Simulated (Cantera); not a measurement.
Cantera run:

```python
import numpy as np
import cantera as ct

gas_names = [...]  # 118 gases of nasa_gas.yaml made of C, Cl, F, H
cond_names = """
    C(gr) C6H6(L) C7H8(L) C8H18(L),n-octa
""".split()


# ... load() reads the species with a 1 bar reference pressure and builds the phases ...
atoms = {
    'CH3F': {'C': 1, 'H': 3, 'F': 1},
    'HCl': {'H': 1, 'CL': 1},
}
top_T = {'C(gr)': 4500}  # K; cautious upper limits of use, not melting points


# ... equilibrate(T, P, feed) seeds the gas with the atoms and calls Mixture.equilibrate('TP', solver="vcs", rtol=1e-11, max_steps=5000) ...
results = []
feed = {'CH3F': 1, 'HCl': 0.09}  # mol
T = 3150  # K
P = 1000  # Pa
mix = equilibrate(T, P, feed)
results.append((T, P, feed, dict(zip(mix.species_names, mix.species_moles))))
print(gas.report(threshold=1e-05))
for i in range(1, mix.n_phases):
    print(f"{mix.phase(i).name:16s} {mix.phase_moles(i):12.5e} mol")
```

It prints:

```
       temperature   3150 K
          pressure   1000 Pa
           density   0.00041349 kg/m^3
  mean mol. weight   10.83 kg/kmol
   phase of matter   gas

                          1 kg             1 kmol
                     ---------------   ---------------
          enthalpy         1.993e+07        2.1583e+08  J
   internal energy        1.7511e+07        1.8964e+08  J
           entropy             23940        2.5926e+05  J/K
    Gibbs function       -5.5481e+07       -6.0084e+08  J
 heat capacity c_p            2723.8             29498  J/K
 heat capacity c_v            1956.1             21183  J/K

                      mass frac. Y      mole frac. X     chem. pot. / RT
                     ---------------   ---------------   ---------------
                 C          0.017629          0.015895           -4.0361
                CF         0.0086377         0.0030166           -32.223
               CF2        6.4461e-05         1.396e-05            -60.41
                CH        0.00014561        0.00012112           -18.388
                C2          0.021514         0.0096987           -8.0722
               C2H          0.015663         0.0067769           -22.425
              C2HF        6.2361e-05        1.5339e-05           -50.612
    C2H2,acetylene         0.0067766         0.0028185           -36.777
   C2H2,vinylidene        2.9672e-05        1.2341e-05           -36.777
                C3           0.24859          0.074713           -12.108
                C4           0.00136        0.00030655           -16.144
              C4H2        0.00033268        7.1969e-05           -44.849
                C5         0.0075961         0.0013698            -20.18
                CL          0.075656          0.023112           -27.493
                 F          0.042236          0.024075           -28.187
                 H          0.048941            0.5258           -14.352
               HCL          0.010101         0.0030005           -41.846
                HF           0.48602           0.26309            -42.54
                H2         0.0085783          0.046081           -28.705
     [  +99 minor]        6.0009e-05        1.5211e-05

C(gr)             0.00000e+00 mol
```

These are equilibrium values from Cantera (NASA tables, ideal gas, pure condensed phases), not measurements of a reactor.
